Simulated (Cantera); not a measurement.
A perfectly stirred reactor is fed with CH₃OH : O₂ : N₂ = 1 : 1.8 : 8.42 (molar parts), at 0.950 bar; it is adiabatic with a 700 K inlet, and is followed from long to short residence time, starting on the burning branch (τ in s: 0.067, 0.029, 0.012, 0.0054, 0.0023, 0.001, 0.00043, 0.00019, 8.1e-05).

Computed with Cantera and GRI-Mech 3.0 (53 species, 325 reactions). GRI-Mech 3.0 was tuned for natural gas; its chemistry of methanol as a main component is partial and can be far from experiment.

### Question
Predict: blow-out, bracketed by the residence times tried; x(CH₃OH) at τ = 67.0 ms; x(O₂) at τ = 67.0 ms; x(H₂O) at τ = 67.0 ms; x(CH₂) at τ = 67.0 ms; x(CH₄) at τ = 67.0 ms; x(CH₃OH) at τ = 2.30 ms; x(O₂) at τ = 2.30 ms; x(H₂O) at τ = 2.30 ms; x(CH₂) at τ = 2.30 ms; x(CH₄) at τ = 2.30 ms.

### Answer
* **blow-out, bracketed by the residence times tried**: burning at 81.0 µs, the shortest tried
* **x(CH₃OH) at τ = 67.0 ms**: 1.48e-6
* **x(O₂) at τ = 67.0 ms**: 0.0266
* **x(H₂O) at τ = 67.0 ms**: 0.166
* **x(CH₂) at τ = 67.0 ms**: 1.32e-8
* **x(CH₄) at τ = 67.0 ms**: 3.36e-8
* **x(CH₃OH) at τ = 2.30 ms**: 1.61e-5
* **x(O₂) at τ = 2.30 ms**: 0.0319
* **x(H₂O) at τ = 2.30 ms**: 0.158
* **x(CH₂) at τ = 2.30 ms**: 1.60e-7
* **x(CH₄) at τ = 2.30 ms**: 1.95e-7
